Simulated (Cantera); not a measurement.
A perfectly stirred reactor is fed with 26.8 % H₂, 15.4 % O₂, 57.8 % N₂, equivalence ratio 0.87, at 0.720 atm; it is adiabatic with a 450 K inlet, and is followed from long to short residence time, starting on the burning branch (τ in s: 0.31, 0.081, 0.022, 0.0057, 0.0015, 0.0004, 0.00011, 2.8e-05, 7.3e-06).

Model: the H2/O2 subset of GRI-Mech 3.0, which has no nitrogen chemistry, integrated in Cantera.

x: mole fraction; the columns are a selection and need not sum to one.

| τ (s) | T (K) | x H₂ | x O₂ | x H | x O | x HO₂ | x H₂O | x H₂O₂ |
|---|---|---|---|---|---|---|---|---|
| 0.31 | 2349 | 0.00639 | 0.0237 | 0.00121 | 0.00123 | 2.94e-6 | 0.295 | 1.94e-7 |
| 0.081 | 2344 | 0.00681 | 0.0238 | [?] | 0.00132 | 2.96e-6 | 0.294 | 1.92e-7 |
| 0.022 | 2326 | 0.00824 | 0.0243 | 0.00182 | 0.00162 | 3.07e-6 | 0.292 | 1.88e-7 |
| 0.0057 | 2268 | 0.0126 | 0.0258 | 0.00370 | 0.00264 | 3.68e-6 | 0.284 | 1.96e-7 |
| 0.0015 | 2140 | 0.0207 | 0.0291 | 0.00938 | 0.00507 | 5.98e-6 | 0.268 | 2.69e-7 |
| 0.00040 | 1941 | 0.0300 | 0.0343 | 0.0215 | 0.00890 | 1.12e-5 | 0.248 | 5.18e-7 |
| 0.00011 | 1692 | 0.0382 | 0.0414 | 0.0400 | 0.0126 | 1.99e-5 | 0.226 | 1.43e-6 |
| 2.8e-5 | [?] | [?] | [?] | [?] | 0.0116 | [?] | [?] | [?] |
| 7.3e-6 | 450 | 0.268 | 0.154 | <1e-12 | <1e-12 | <1e-12 | <1e-12 | <1e-12 |

### Question
Complete the blanks.

### Answer

- 0.081, x H: 0.00134
- 2.8e-5, T (K): 1380
- 2.8e-5, x H₂: 0.0626
- 2.8e-5, x O₂: 0.0592
- 2.8e-5, x H: 0.0563
- 2.8e-5, x HO₂: 4.13e-5
- 2.8e-5, x H₂O: 0.189
- 2.8e-5, x H₂O₂: 4.34e-6
